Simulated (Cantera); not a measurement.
An isothermal, constant-pressure homogeneous reactor starts with 2.24 % CH₄, 97.4 % H₂, 0.360 % N₂, at 1898 K and 0.0360 bar.

Detailed kinetics in Cantera: GRI-Mech 3.0 (53 species, 325 reactions). GRI-Mech 3.0 stops at C3 and has no aromatics, soot or wall deposition, so with more carbon than oxygen in the feed, carbon stays in small species such as C2H2 where larger ones or solid carbon would form. Radical loss at walls, strong at low pressure, is not modelled.

Question: Predict: x(CH₄) at 2.00 s; x(H₂) at 2.00 s; x(C₂H₂) at 2.00 s; x(H) at 2.00 s; x(HCN) at 2.00 s.

Answer: 
```
Quantity                                             Result
-----------------  ----------------------------------------
x(CH₄) at 2.00 s   0.000271 (gas-phase equilibrium 9.85e-5)
x(H₂) at 2.00 s         0.981 (gas-phase equilibrium 0.981)
x(C₂H₂) at 2.00 s    0.0108 (gas-phase equilibrium 0.00943)
x(H) at 2.00 s      0.00410 (gas-phase equilibrium 0.00411)
x(HCN) at 2.00 s    1.96e-7 (gas-phase equilibrium 0.00288)
```
